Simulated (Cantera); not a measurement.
A Cantera script and what it prints.

```python
import numpy as np
import cantera as ct

gas_names = [...]  # 110 gases of nasa_gas.yaml made of C, F, H
cond_names = """
    C(gr) C6H6(L) C7H8(L) C8H18(L),n-octa
""".split()


# ... load() reads the species with a 1 bar reference pressure and builds the phases ...
atoms = {
    'CF4': {'C': 1, 'F': 4},
    'H2': {'H': 2},
}
top_T = {'C(gr)': 4500}  # K; cautious upper limits of use, not melting points


# ... equilibrate(T, P, feed) seeds the gas with the atoms and calls Mixture.equilibrate('TP', solver="vcs", rtol=1e-11, max_steps=5000) ...
results = []
feed = {'CF4': 1, 'H2': 2.6}  # mol
P = 920  # Pa
for T in [2000, 2250, 2500, 2750, 3000, 3250, 3500, 3750, 4000, 4250, 4500, 4750, 5000]:
    mix = equilibrate(T, P, feed)
    results.append((T, P, feed, dict(zip(mix.species_names, mix.species_moles))))

top = {s: max(r[3][s] / sum(r[3][g] for g in gas_names) for r in results) for s in gas_names}
cols = sorted((s for s in top if top[s] > 0.0001), key=lambda s: -top[s])[:9]
seen = [c for c in cond_names if any(r[3].get(c, 0) > 1e-12 for r in results)]
print("log10 of partial pressures in bar; condensed amounts in mol")
print(f"{'T/K':>10s}" + "".join(f"{s[:9]:>10s}" for s in cols + seen))
for T, P, feed, n in results:
    ng = sum(n[g] for g in gas_names)
    print(f"{T:10.4g}" + "".join(f"{np.log10(max(n[s] / ng * P / 1e5, 1e-99)):10.3f}" for s in cols)
          + "".join(f"{n.get(c, 0):10.4g}" for c in seen))
```

Result:

```
log10 of partial pressures in bar; condensed amounts in mol
       T/K        HF         H         F        H2         C        C3        CF        C2       C2H     C(gr)
      2000    -2.098    -4.255    -6.807    -2.933   -10.517   -10.557    -9.140   -11.630    -9.097    0.9991
      2250    -2.103    -3.616    -5.739    -2.974    -8.439    -8.187    -7.599    -9.242    -7.493    0.9963
      2500    -2.115    -3.149    -4.845    -3.099    -6.779    -6.304    -6.331    -7.339    -6.259    0.9892
      2750    -2.141    -2.850    -4.044    -3.370    -5.423    -4.773    -5.228    -5.787    -5.337    0.9462
      3000    -2.220    -2.684    -3.348    -3.764    -4.295    -3.506    -4.285    -4.499    -4.655    0.2619
      3250    -2.386    -2.530    -2.869    -4.074    -3.705    -3.528    -3.961    -4.137    -4.793         0
      3500    -2.694    -2.413    -2.609    -4.369    -3.319    -3.909    -3.956    -4.068    -5.166         0
      3750    -3.126    -2.359    -2.500    -4.720    -3.122    -4.652    -4.207    -4.283    -5.812         0
      4000    -3.591    -2.339    -2.462    -5.084    -3.065    -5.652    -4.600    -4.704    -6.638         0
      4250    -4.033    -2.333    -2.450    -5.426    -3.052    -6.643    -5.006    -5.148    -7.449         0
      4500    -4.437    -2.330    -2.446    -5.738    -3.048    -7.549    -5.382    -5.559    -8.191         0
      4750    -4.803    -2.330    -2.444    -6.020    -3.046    -8.366    -5.723    -5.931    -8.861         0
      5000    -5.133    -2.329    -2.443    -6.275    -3.046    -9.104    -6.033    -6.269    -9.467         0
```

These are equilibrium values from Cantera (NASA tables, ideal gas, pure condensed phases), not measurements of a reactor.
